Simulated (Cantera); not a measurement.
Cantera run:

```python
import numpy as np
import cantera as ct

gas_names = """
    H H2 N NH NH2 NH3 N2 N2H2 N2H4 V VN
""".split()
cond_names = """
    V(cr) V(L) VN(s)
""".split()


def load(file, names, dense=False):
    # The tables refer to 1 bar. Condensed volumes are neglected.
    table = {s.name: s for s in ct.Species.list_from_file(file)}
    out = []
    for n in names:
        d = dict(table[n].input_data)
        d["thermo"] = dict(d["thermo"], **{"reference-pressure": 1e5})
        if dense:
            d["equation-of-state"] = {"model": "constant-volume", "density": "1e6 g/cm^3"}
        out.append(ct.Species.from_dict(d))
    return out


gas = ct.Solution(thermo="ideal-gas", species=load("nasa_gas.yaml", gas_names))
cond = {s.name: ct.Solution(thermo="fixed-stoichiometry", species=[s], name=s.name)
        for s in load("nasa_condensed.yaml", cond_names, dense=True)}
atoms = {
    'V': {'V': 1},
    'NH3': {'N': 1, 'H': 3},
    'H2': {'H': 2},
}
top_T = {'VN(s)': 2300}  # K; cautious upper limits of use, not melting points


def equilibrate(T, P, feed):
    n = {}
    for name, mol in feed.items():
        for a, k in atoms[name].items():
            n[a] = n.get(a, 0.0) + k * mol
    gas.TPX = T, P, n
    mass = sum(n.values()) * gas.mean_molecular_weight
    gas.equilibrate("TP")
    valid = [c for c in cond.values() if c.min_temp <= T <= top_T.get(c.name, c.max_temp)]
    mix = ct.Mixture([(gas, mass / gas.mean_molecular_weight)] + [(c, 0.0) for c in valid])
    mix.T, mix.P = T, P
    mix.equilibrate("TP", solver="vcs", rtol=1e-11, max_steps=5000)
    return mix


results = []
feed = {'V': 1, 'NH3': 0.5, 'H2': 44}  # mol
T = 1973.15  # K
for P in [0.1, 1, 10, 100, 1000, 10000, 100000, 1000000]:
    mix = equilibrate(T, P, feed)
    results.append((T, P, feed, dict(zip(mix.species_names, mix.species_moles))))

top = {s: max(r[3][s] / sum(r[3][g] for g in gas_names) for r in results) for s in gas_names}
cols = sorted((s for s in top if top[s] > 1e-06), key=lambda s: -top[s])[:7]
seen = [c for c in cond_names if any(r[3].get(c, 0) > 1e-12 for r in results)]
print("log10 of partial pressures in bar; condensed amounts in mol")
print(f"{'P/Pa':>10s}" + "".join(f"{s[:9]:>10s}" for s in cols + seen))
for T, P, feed, n in results:
    ng = sum(n[g] for g in gas_names)
    print(f"{P:10.4g}" + "".join(f"{np.log10(max(n[s] / ng * P / 1e5, 1e-99)):10.3f}" for s in cols)
          + "".join(f"{n.get(c, 0):10.4g}" for c in seen))
```

Result:

```
log10 of partial pressures in bar; condensed amounts in mol
      P/Pa        H2         H         V        N2       NH3     V(cr)     VN(s)
       0.1    -6.561    -6.150    -7.852    -8.455   -18.746         0         0
         1    -5.196    -5.467    -6.744    -7.346   -16.144         0         0
        10    -4.068    -4.904    -5.816    -6.290   -13.925    0.2553         0
       100    -3.022    -4.380    -5.816    -5.265   -11.842    0.9297         0
      1000    -2.008    -3.874    -5.816    -4.258    -9.819    0.9931         0
     1e+04    -1.004    -3.372    -5.816    -3.256    -7.812    0.9993         0
     1e+05    -0.001    -2.870    -5.816    -2.854    -6.106    0.6255    0.3744
     1e+06     1.000    -2.370    -5.816    -2.854    -4.605    0.5126    0.4874
```

These are equilibrium values from Cantera (NASA tables, ideal gas, pure condensed phases), not measurements of a reactor. Mutual solubility and eutectic melting of coexisting phases are not modelled. VN: taken at fixed stoichiometry. Condensed phases not in the tables: V2N, N, O or C dissolved in the metal.
